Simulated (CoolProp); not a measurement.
Dimethyl carbonate along the isobar 0.269 MPa: fugacity coefficient from the reference equation and from simpler models built on Tc = 557.0 K, pc = 4.909 MPa, ω = 0.346; each cubic takes its own stable root.

Computed with CoolProp (reference Helmholtz-energy equation of state, Zhou 2011).

| T (K) | phase | reference | van der Waals | Redlich-Kwong | Soave-Redlich-Kwong | Peng-Robinson |
|---|---|---|---|---|---|---|
| 392.7 | liquid | 0.8417 | 0.9632 | 0.9508 | 0.8436 | 0.8396 |
| 403.5 | gas | 0.9471 | 0.9654 | 0.9543 | 0.9478 | 0.9452 |
| 414.3 | gas | 0.9514 | 0.9675 | 0.9574 | 0.9517 | 0.9492 |
| 425.1 | gas | 0.9553 | 0.9693 | 0.9603 | 0.9553 | 0.9528 |
| 435.9 | gas | 0.9588 | 0.9710 | 0.9630 | 0.9586 | 0.9561 |
| 446.7 | gas | 0.9619 | 0.9726 | 0.9654 | 0.9616 | 0.9591 |
| 457.5 | gas | 0.9647 | 0.9741 | 0.9676 | 0.9643 | 0.9619 |
| 468.3 | gas | 0.9673 | 0.9755 | 0.9696 | 0.9669 | 0.9645 |
| 479.1 | gas | 0.9695 | 0.9767 | 0.9715 | 0.9692 | 0.9668 |
| 489.9 | gas | 0.9716 | 0.9779 | 0.9732 | 0.9713 | 0.9690 |
| 500.7 | gas | 0.9735 | 0.9790 | 0.9748 | 0.9733 | 0.9710 |
| 511.5 | gas | 0.9753 | 0.9801 | 0.9763 | 0.9751 | 0.9729 |
| 522.3 | gas | 0.9769 | 0.9810 | 0.9776 | 0.9768 | 0.9746 |
| 533.1 | gas | 0.9783 | 0.9819 | 0.9789 | 0.9783 | 0.9762 |
| 543.9 | gas | 0.9797 | 0.9828 | 0.9801 | 0.9798 | 0.9777 |
| 554.7 | gas | 0.9809 | 0.9836 | 0.9812 | 0.9811 | 0.9790 |

At some of these states van der Waals, Redlich-Kwong gives the other phase, because its saturation line lies elsewhere.
